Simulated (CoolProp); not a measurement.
Values from CoolProp's reference Helmholtz-energy equation of state, McLinden 2015.

### Question
Give the vapour pressure (kPa), vapour density (kg/m³), enthalpy of vaporisation (kJ/kg), liquid cp (kJ/(kg K)) of saturated the fluoroketone C6F12O (FK-5-1-12) at -32.55, -9.55 °C.

### Answer
```csv
T (°C),p (kPa),vapour density (kg/m³),enthalpy of vaporisation (kJ/kg),liquid cp (kJ/(kg K))
-32.55,1.67,0.264,110,1.09
-9.55,7.37,1.07,104,1.09
```
